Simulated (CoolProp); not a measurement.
Tetrahydrofuran at several states: density (kg/m³) from the reference equation and from simpler models built on Tc = 540.2 K, pc = 5.304 MPa, ω = 0.234; each cubic takes its own stable root.

Model: reference Helmholtz-energy equation of state, Fiedler 2023, in CoolProp.

```
T (K)  p (MPa)   phase  reference  van der Waals  Redlich-Kwong
-----  -------  ------  ---------  -------------  -------------
531.4     14.4  liquid      609.4          430.1          542.5
353.2    0.901  liquid      820.1            [?]            [?]
428.9   0.0225     gas     0.4563         0.4559         0.4562
331.4    0.185  liquid      844.7            [?]          764.4
471.4    0.595     gas        [?]          11.50          11.63
```

Q: Some entries are withheld; supply them.

A: 
- 353.2, van der Waals: 505.3
- 353.2, Redlich-Kwong: 739.4
- 331.4, van der Waals: 5.007
- 471.4, reference: 11.67

At some of these states van der Waals gives the other phase, because its saturation line lies elsewhere.
